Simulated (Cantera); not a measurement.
# Adiabatic ignition

An adiabatic, constant-volume homogeneous reactor starts with 11.5 % H₂, 8.01 % O₂, 76.2 % N₂, 4.27 % H₂O, equivalence ratio 0.72, at 1748 K and 2180 Torr.

Detailed kinetics in Cantera: the H2/O2 subset of GRI-Mech 3.0, which has no nitrogen chemistry. The hydrogen kinetics of GRI-Mech 3.0 are dated; newer H2 mechanisms differ, most at raised pressure.

| t (s) | T (K) | P (bar) | x H₂ | x O₂ | x H₂O | x H₂O₂ | x H | x OH | x HO₂ |
|---|---|---|---|---|---|---|---|---|---|
| 3.00e-6 | 1749 | 2.90 | 0.113 | 0.0790 | 0.0443 | 7.44e-7 | 0.00127 | 0.000312 | 3.91e-5 |
| 8.50e-6 | 2079 | 3.38 | 0.0219 | 0.0297 | 0.120 | 7.62e-7 | 0.0243 | 0.0154 | 2.23e-5 |
| 2.41e-5 | 2430 | 3.87 | 0.0125 | 0.0250 | 0.142 | 3.99e-7 | 0.00667 | 0.0145 | 9.39e-6 |
| 6.82e-5 | 2585 | 4.07 | 0.00564 | 0.0232 | 0.155 | 3.99e-7 | 0.00169 | 0.0105 | 6.34e-6 |
| 0.000193 | 2601 | 4.09 | 0.00487 | 0.0230 | 0.156 | 4.16e-7 | 0.00134 | 0.00992 | 6.22e-6 |
| 0.000547 | 2601 | 4.09 | 0.00487 | 0.0230 | 0.156 | 4.16e-7 | 0.00134 | 0.00991 | 6.22e-6 |
| 0.00155 | 2601 | 4.09 | 0.00487 | 0.0230 | 0.156 | 4.16e-7 | 0.00134 | 0.00991 | 6.22e-6 |
| 0.00439 | 2601 | 4.09 | 0.00487 | 0.0230 | 0.156 | 4.16e-7 | 0.00134 | 0.00991 | 6.22e-6 |
| 0.0124 | 2601 | 4.09 | 0.00487 | 0.0230 | 0.156 | 4.16e-7 | 0.00134 | 0.00991 | 6.22e-6 |
| 0.0352 | 2601 | 4.09 | 0.00487 | 0.0230 | 0.156 | 4.16e-7 | 0.00134 | 0.00991 | 6.22e-6 |
| 0.0997 | 2601 | 4.09 | 0.00487 | 0.0230 | 0.156 | 4.16e-7 | 0.00134 | 0.00991 | 6.22e-6 |
| 0.282 | 2601 | 4.09 | 0.00487 | 0.0230 | 0.156 | 4.16e-7 | 0.00134 | 0.00991 | 6.22e-6 |
| 0.800 | 2601 | 4.09 | 0.00487 | 0.0230 | 0.156 | 4.16e-7 | 0.00134 | 0.00991 | 6.22e-6 |
x: mole fraction; the columns are a selection and need not sum to one.

The time of steepest temperature rise is 4.91 µs, the temperature at 0.800 s is 2601 K and the equilibrium temperature comes out as 2601 K. The x(H₂) at 0.800 s is 0.00487 (gas-phase equilibrium 0.00487) and the x(O₂) at 0.800 s is 0.0230 (gas-phase equilibrium 0.0230). The x(H₂O) at 0.800 s comes out as 0.156 (gas-phase equilibrium 0.156).
